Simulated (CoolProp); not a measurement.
n-hexane at 333.65 K and 0.799 MPa is throttled through a valve to 0.157 MPa with no heat exchange. Each further row changes one setting.

Model: reference Helmholtz-energy equation of state, Thol 2019, in CoolProp.

```csv
case,temperature change (K),final phase,final density (kg/m³)
as stated,+0.2,liquid,621
outlet pressure 0.0471 MPa,-14.3,"two-phase, vapour fraction 0.099",15.5
outlet pressure 0.204 MPa,+0.2,liquid,621
```
